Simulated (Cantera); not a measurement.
**Silicon nitride deposition: trisilylamine + N2**

Input: 1 mol trisilylamine, 0.46 mol N2, at 7300 Pa.

These are equilibrium values from Cantera (NASA tables, ideal gas, pure condensed phases), not measurements of a reactor. Candidate condensed phases: Si, Si3N4; 18 gas species. The feed counts by its element totals alone. Mutual solubility and eutectic melting of coexisting phases are not modelled. Gases not in the tables: Si2H6 and higher silanes. Equilibrium is a limit: real reactors are often held back by kinetics, nucleation or transport.

```
T (K)  log p H2  log p N2  log p H  log p Si  log p SiH2  n Si(s)  n Si3N4(s)  n Si(l)
-----  --------  --------  -------  --------  ----------  -------  ----------  -------
1498      -1.14     -4.34    -5.33     -8.00       -6.97     1.56       0.479        0
1548      -1.14     -3.93    -5.08     -7.50       -6.70     1.57       0.476        0
1598      -1.14     -3.54    -4.84     -7.03       -6.45     1.59       0.471        0
1648      -1.14     -3.18    -4.62     -6.59       -6.21     1.62       0.459        0
1698      -1.15     -2.82    -4.41     -6.18       -6.00        0       0.433     1.70
1748      -1.16     -2.44    -4.22     -5.84       -5.85        0       0.361     1.92
1798      -1.19     -2.07    -4.05     -5.51       -5.72        0       0.182     2.45
1848      -1.22     -1.89    -3.89     -5.20       -5.60        0           0     3.00
```
log p: log10 of the partial pressure in bar; n: condensed amount in mol.

From 1498 K to 1648 K the condensed part is Si(s) + Si3N4(s). From 1698 K to 1798 K the condensed part is Si(l) + Si3N4(s). At 1848 K the condensed part is Si(l). The main Si-bearing gas is SiH2 at 1498 K and Si at 1848 K.
